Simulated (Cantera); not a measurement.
SiO2 + H2 (hydrogen reduction and annealing atmospheres)

Charge: 1 mol SiO2, 5.4 mol H2, at 2.80 mbar.

Method: chemical equilibrium by Gibbs-energy minimisation in Cantera with the NASA 1993 tables (ideal gas, pure condensed phases). Candidate condensed phases: H2O, Si, SiO2; 18 gas species. The tables hold silica as quartz up to 1696 K and as liquid above; real silica turns to tridymite and cristobalite and melts near 1996 K. The numbers say what is thermodynamically allowed, not how fast it happens.

From 577 °C to 1377 °C the condensed part is SiO2(β-quartz).

```json
[
 {"T (°C)": "577", "x H2": "1.00", "x SiO": "2.10e-11", "x H2O": "6.79e-11", "x H": "3.87e-10", "n SiO2(β-quartz)": "1.00"},
 {"T (°C)": "677", "x H2": "1.00", "x SiO": "2.33e-9", "x H2O": "2.35e-9", "x H": "1.05e-8", "n SiO2(β-quartz)": "1.00"},
 {"T (°C)": "777", "x H2": "1.00", "x SiO": "6.53e-8", "x H2O": "6.53e-8", "x H": "1.53e-7", "n SiO2(β-quartz)": "1.00"},
 {"T (°C)": "877", "x H2": "1.000", "x SiO": "1.01e-6", "x H2O": "1.01e-6", "x H": "1.41e-6", "n SiO2(β-quartz)": "1.000"},
 {"T (°C)": "977", "x H2": "1.000", "x SiO": "9.98e-6", "x H2O": "9.98e-6", "x H": "9.14e-6", "n SiO2(β-quartz)": "1.000"},
 {"T (°C)": "1077", "x H2": "1.000", "x SiO": "6.97e-5", "x H2O": "6.97e-5", "x H": "4.50e-5", "n SiO2(β-quartz)": "1.000"},
 {"T (°C)": "1177", "x H2": "0.999", "x SiO": "0.000370", "x H2O": "0.000370", "x H": "0.000179", "n SiO2(β-quartz)": "0.998"},
 {"T (°C)": "1277", "x H2": "0.996", "x SiO": "0.00157", "x H2O": "0.00157", "x H": "0.000594", "n SiO2(β-quartz)": "0.992"},
 {"T (°C)": "1377", "x H2": "0.987", "x SiO": "0.00555", "x H2O": "0.00555", "x H": "0.00171", "n SiO2(β-quartz)": "0.970"}
]
```
x: gas mole fraction; n: condensed amount in mol.
